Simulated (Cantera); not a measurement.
A Cantera script and what it prints.

```python
import numpy as np
import cantera as ct

gas_names = [...]  # 151 gases of nasa_gas.yaml made of C, H, N, O, Si
cond_names = """
    C(gr) C6H6(L) C7H8(L) C8H18(L),n-octa H2O(s) H2O(L) Si(cr) Si(L) SiC(b) SiO2(Lqz) SiO2(hqz) SiO2(L)
    Si2N2O(s) Si3N4(a)
""".split()


# ... load() reads the species with a 1 bar reference pressure and builds the phases ...
atoms = {
    'TEOS': {'Si': 1, 'C': 8, 'H': 20, 'O': 4},
    'NO': {'N': 1, 'O': 1},
    'N2': {'N': 2},
    'CO2': {'C': 1, 'O': 2},
}
top_T = {'C(gr)': 4500, 'SiC(b)': 3050, 'Si2N2O(s)': 2100, 'Si3N4(a)': 2400}  # K; cautious upper limits of use, not melting points


# ... equilibrate(T, P, feed) seeds the gas with the atoms and calls Mixture.equilibrate('TP', solver="vcs", rtol=1e-11, max_steps=5000) ...
results = []
feed = {'TEOS': 1, 'NO': 3.2, 'N2': 1.3, 'CO2': 0.22}  # mol
T = 1873  # K
P = 100000  # Pa
mix = equilibrate(T, P, feed)
results.append((T, P, feed, dict(zip(mix.species_names, mix.species_moles))))
x = sorted(zip(gas.X, gas.species_names), reverse=True)
print(f"T = {T:g} K  P = {P:g} Pa  gas = {mix.phase_moles(0):.4g} mol")
print("   x: " + "  ".join(f"{s} {v:.3e}" for v, s in x if v > 1e-06))
print("   condensed (mol): " + ("  ".join(f"{mix.phase(i).name} {mix.phase_moles(i):.4g}"
      for i in range(1, mix.n_phases) if mix.phase_moles(i) > 1e-12) or "none"))
```

Output:

```
T = 1873 K  P = 100000 Pa  gas = 20.36 mol
   x: H2 4.898e-01  CO 3.662e-01  N2 1.370e-01  SiO 4.480e-03  HCN 1.669e-03  H 4.517e-04  CH4 1.090e-04  C2H2,acetylene 8.492e-05  HNC 7.413e-05  H2O 4.847e-05  CO2 8.828e-06  NH3 3.201e-06  CH3 2.021e-06  SiH2 1.070e-06
   condensed (mol): SiC(b) 0.7237  Si2N2O(s) 0.09254
```

Equilibrium computed with Cantera from the NASA thermochemical tables; the gas is ideal and each condensed phase is pure. The feed counts by its element totals alone. Mutual solubility and eutectic melting of coexisting phases are not modelled.
